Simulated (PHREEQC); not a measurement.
Solution (25 °C): 0.008 mol FeCl3, 0.0067 mol MgSO4, 0.049 mol HCl and 0.00071 mol Na2SO4 per kg of water. Closed to the air; pH follows from the charge balance.

All values are PHREEQC results (ion-association model, phreeqc.dat), not measurements.

**Question.** The ionic strength comes out as 0.0929 mol/kgw. What activity coefficients do FeHSO4+2, Mg+2, HSO4-, SO4-2, NaSO4- get?

**Answer.** FeHSO4+2 0.38, Mg+2 0.41, HSO4- 0.79, SO4-2 0.38, NaSO4- 0.79.

Precipitation was switched off in this run. The solution is supersaturated, for example in Hematite (slow to form), Goethite (slow to form), so a real one may precipitate; this is no full list. Complexes and solids missing from the database can't appear.
